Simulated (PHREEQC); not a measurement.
Synthetic water in mmol/kgw, 25 °C, pH 7.56, pe 9.9:

```
constituent           mmol/kgw
--------------------  --------
Na                       0.395
K                        0.759
Ca                       0.538
Mg                     0.00763
Cl                       0.654
S(6)                     0.269
Alkalinity (meq/kgw)       1.1
B                      0.00134
Li                      0.0343
Pb                        0.03
```

Na is adjusted to close the charge balance.
Valence states are taken as typed.

Equilibrium calculation in PHREEQC: ion-association model, phreeqc.dat.

This is a speciation only: nothing precipitates in the calculation.

**Question.** What specific conductance does the model give?

**Answer.** specific conductance 258 µS/cm.

**Question.** In which forms is C present?

**Answer.** HCO3- 91 %, CO2 5.3 %, PbCO3 2.4 % of the C.

Examples of supersaturated solids here: Cerussite, Pb(OH)2. Others may be too. Complexes and solids missing from the database can't appear.
